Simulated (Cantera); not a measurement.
Cantera run, input and output.

```python
import numpy as np
import cantera as ct

gas = ct.Solution("gri30.yaml")


def delay(T, t_max=10):
    gas.TPX = T, 100000, {'CH4': 0.74, 'C2H6': 0.037, 'C3H8': 0.18, 'O2': 6.45, 'N2': 32.2}
    reactor = ct.IdealGasReactor(gas, clone=False)
    net = ct.ReactorNet([reactor])
    net.rtol, net.atol = 1e-8, 1e-16
    while net.time < t_max:
        t_old, T_old = net.time, reactor.T
        net.step()
        if reactor.T > T + 400:  # ignition: a rise of 400 K
            return t_old + (T + 400 - T_old) / (reactor.T - T_old) * (net.time - t_old)
    return np.nan


taus = []
for T in [1050, 1125, 1200, 1275, 1350, 1425]:
    taus.append(delay(T))
    print(f"T0 = {T:6g} K   tau = {taus[-1]:.4e} s")
```

It prints:

```
T0 =   1050 K   tau = 1.2004e-01 s
T0 =   1125 K   tau = 2.7329e-02 s
T0 =   1200 K   tau = 6.6174e-03 s
T0 =   1275 K   tau = 1.8445e-03 s
T0 =   1350 K   tau = 6.1674e-04 s
T0 =   1425 K   tau = 2.4989e-04 s
```

Computed with Cantera and GRI-Mech 3.0 (53 species, 325 reactions). GRI-Mech 3.0 was tuned for natural gas; its chemistry of propane as a main component is partial and can be far from experiment.
